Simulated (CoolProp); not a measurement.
Properties of o-xylene at several states.

Values from CoolProp's reference Helmholtz-energy equation of state, Zhou 2012.

```
T (K)  p (MPa)   phase  cp (kJ/(kg K))  isothermal compressibility (1/MPa)  viscosity (µPa s)  Prandtl number  fugacity coefficient
-----  -------  ------  --------------  ----------------------------------  -----------------  --------------  --------------------
396.7     11.2  liquid           2.076                            0.001389                320               ?                     ?
501.1   0.0289     gas           1.965                               34.83               10.8           0.662                0.9937
314.1      6.5  liquid           1.808                                   ?                653            9.15                     ?
355      0.105  liquid           1.949                                   ?                  ?               ?                     ?
452.4     1.17  liquid           2.305                            0.002794                199            4.91                0.1923
```

**Question.** What belongs in the gaps?

**Answer.** 
- 396.7, Prandtl number: 5.97
- 396.7, fugacity coefficient: 0.007659
- 314.1, isothermal compressibility (1/MPa): 0.0008450
- 314.1, fugacity coefficient: 0.0004507
- 355, isothermal compressibility (1/MPa): 0.001200
- 355, viscosity (µPa s): 405
- 355, Prandtl number: 6.78
- 355, fugacity coefficient: 0.1288

Viscosity comes from a separate model (Cao 2016). Thermal conductivity comes from a separate model (Mylona 2014).
